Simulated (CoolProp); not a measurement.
Saturation properties of toluene (Tc = 591.7 K, pc = 41.26 bar, ω = 0.266).

Computed with CoolProp (reference Helmholtz-energy equation of state, Lemmon 2006). It is a short technical equation, of lower accuracy than the large ones.

| T (K) | p (bar) | liquid density (kg/m³) | vapour density (kg/m³) | enthalpy of vaporisation (kJ/kg) | liquid viscosity (µPa s) |
|---|---|---|---|---|---|
| 273.2 | 0.009086 | 885.3 | 0.03690 | 427.7 | 769 |
| 285.6 | 0.01920 | 873.8 | 0.07466 | 420.3 | 647 |
| 298 | 0.03770 | 862.3 | 0.1407 | 412.9 | 553 |
| 310.4 | 0.06946 | 850.7 | 0.2494 | 405.6 | 479 |
| 322.9 | 0.1216 | 838.9 | 0.4210 | 398.2 | 420 |
| 335.3 | 0.2018 | 827.1 | 0.6755 | 390.9 | 372 |
| 347.7 | 0.3209 | 815.1 | 1.041 | 383.4 | 332 |
| 360.1 | 0.4914 | 803.0 | 1.550 | 375.8 | 299 |
| 372.5 | 0.7279 | 790.6 | 2.237 | 368.0 | 271 |
| 384.9 | 1.047 | 778.0 | 3.144 | 359.9 | 247 |
| 397.3 | 1.467 | 765.0 | 4.317 | 351.6 | 226 |
| 409.8 | 2.012 | 751.7 | 5.820 | 342.9 | 207 |
| 422.2 | 2.695 | 738.0 | 7.689 | 333.8 | 191 |
| 434.6 | 3.543 | 723.9 | 10.00 | 324.3 | 176 |
| 447 | 4.580 | 709.3 | 12.84 | 314.2 | 163 |

It boils at 383.7 K under 1 atm.

Viscosity comes from a separate model (Avgeri 2015).
